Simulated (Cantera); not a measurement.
## Ti(OiPr)4 + O2 + H2 (titanium nitride, carbide and oxide coatings)

Input: 1 mol Ti(OiPr)4, 0.64 mol O2, 1.4 mol H2.

Cantera equilibrium calculation (NASA polynomials, part measured and part estimated; ideal gas, pure solids and liquids). Candidate condensed phases: C, C6H6, C7H8, C8H18, H2O, Ti, TiC, TiO, TiO2, Ti2O3, Ti3O5, Ti4O7; 113 gas species. The feed counts by its element totals alone. Mutual solubility and eutectic melting of coexisting phases are not modelled. TiC: taken at fixed stoichiometry. Condensed phases not in the tables: Magnéli phases beyond Ti4O7. Rates play no part.

Stable condensed phases:

```
T in K \ P in Pa
             10     46    220   1000   4600  22000 100000
   1748       A      A      A      A      A      A      A
   1698       A      A      A      A      A      A      A
   1648       A      A      A      A      A      A      A
   1598       A      A      A      A      A      A      A
   1548       A      A      A      A      A      A      A
   1498       A      A      A      A      A      A      B
   1448       A      A      A      A      A      A      C
   1398       A      A      A      A      A      A      C
   1348       A      A      A      A      A      C      D
   1298       A      A      A      A      B      C      D
   1248       A      A      A      A      C      D      E
   1198       A      A      A      C      D      F      E
   1148       A      A      B      D      D      E      E
   1098       A      A      C      D      E      E      E
```

A: C + TiC; B: C + TiC + Ti3O5; C: C + Ti3O5; D: C + Ti4O7; E: C + TiO2; F: C + TiO2 + Ti4O7.
